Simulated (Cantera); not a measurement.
An adiabatic, constant-volume homogeneous reactor starts with CH4 : O2 : N2 = 1 : 1.43 : 5.37 (molar parts), at 1798 K and 1000000 Pa. Integrator tolerance rtol = 1e-08.

Model: GRI-Mech 3.0 (53 species, 325 reactions), integrated in Cantera. Above 3000 K some thermodynamic fits are extrapolated.

Q: What does this change do: O2 1.43 to 0.78 parts?

A: 
```json
[
 {"quantity": "time of steepest temperature rise", "before": "16.4 µs", "after": "31.9 µs"},
 {"quantity": "temperature at 0.600 s", "before": "3243 K", "after": "2551 K"},
 {"quantity": "equilibrium temperature", "before": "3243 K", "after": "2551 K"},
 {"quantity": "x(CH4) at 0.600 s", "before": "1.57e-11 (gas-phase equilibrium 1.84e-11)", "after": "7.44e-9 (gas-phase equilibrium 8.34e-9)"},
 {"quantity": "x(O2) at 0.600 s", "before": "0.00302 (gas-phase equilibrium 0.00302)", "after": "4.09e-7 (gas-phase equilibrium 4.09e-7)"},
 {"quantity": "x(HCN) at 0.600 s", "before": "2.75e-7 (gas-phase equilibrium 2.75e-7)", "after": "3.84e-6 (gas-phase equilibrium 3.84e-6)"},
 {"quantity": "x(CO) at 0.600 s", "before": "0.0878 (gas-phase equilibrium 0.0878)", "after": "0.113 (gas-phase equilibrium 0.113)"},
 {"quantity": "x(C2H6) at 0.600 s", "before": "<1e-12 (gas-phase equilibrium <1e-12)", "after": "<1e-12 (gas-phase equilibrium <1e-12)"},
 {"quantity": "x(OH) at 0.600 s", "before": "0.0176 (gas-phase equilibrium 0.0176)", "after": "0.000243 (gas-phase equilibrium 0.000243)"},
 {"quantity": "x(C2H) at 0.600 s", "before": "<1e-12 (gas-phase equilibrium <1e-12)", "after": "<1e-12 (gas-phase equilibrium <1e-12)"}
]
```

Q: What does this change do: pressure from 1000000 Pa to 500000 Pa?

A: 
| quantity | before | after |
|---|---|---|
| time of steepest temperature rise | 16.4 µs | 28.5 µs |
| temperature at 0.600 s | 3243 K | 3175 K |
| equilibrium temperature | 3243 K | 3175 K |
| x(CH4) at 0.600 s | 1.57e-11 (gas-phase equilibrium 1.84e-11) | 4.73e-12 (gas-phase equilibrium 5.65e-12) |
| x(O2) at 0.600 s | 0.00302 (gas-phase equilibrium 0.00302) | 0.00377 (gas-phase equilibrium 0.00377) |
| x(HCN) at 0.600 s | 2.75e-7 (gas-phase equilibrium 2.75e-7) | 1.42e-7 (gas-phase equilibrium 1.42e-7) |
| x(CO) at 0.600 s | 0.0878 (gas-phase equilibrium 0.0878) | 0.0880 (gas-phase equilibrium 0.0880) |
| x(C2H6) at 0.600 s | <1e-12 (gas-phase equilibrium <1e-12) | <1e-12 (gas-phase equilibrium <1e-12) |
| x(OH) at 0.600 s | 0.0176 (gas-phase equilibrium 0.0176) | 0.0193 (gas-phase equilibrium 0.0193) |
| x(C2H) at 0.600 s | <1e-12 (gas-phase equilibrium <1e-12) | <1e-12 (gas-phase equilibrium <1e-12) |

Q: What does this change do: N2 5.37 to 12 parts?

A: 
```
quantity                                                              before                                      after
---------------------------------  -----------------------------------------  -----------------------------------------
time of steepest temperature rise                                    16.4 µs                                    31.4 µs
temperature at 0.600 s                                                3243 K                                     2833 K
equilibrium temperature                                               3243 K                                     2833 K
x(CH4) at 0.600 s                  1.57e-11 (gas-phase equilibrium 1.84e-11)  3.94e-12 (gas-phase equilibrium 4.52e-12)
x(O2) at 0.600 s                     0.00302 (gas-phase equilibrium 0.00302)  0.000352 (gas-phase equilibrium 0.000352)
x(HCN) at 0.600 s                    2.75e-7 (gas-phase equilibrium 2.75e-7)    8.15e-8 (gas-phase equilibrium 8.15e-8)
x(CO) at 0.600 s                       0.0878 (gas-phase equilibrium 0.0878)      0.0462 (gas-phase equilibrium 0.0462)
x(C2H6) at 0.600 s                     <1e-12 (gas-phase equilibrium <1e-12)      <1e-12 (gas-phase equilibrium <1e-12)
x(OH) at 0.600 s                       0.0176 (gas-phase equilibrium 0.0176)    0.00359 (gas-phase equilibrium 0.00359)
x(C2H) at 0.600 s                      <1e-12 (gas-phase equilibrium <1e-12)      <1e-12 (gas-phase equilibrium <1e-12)
```
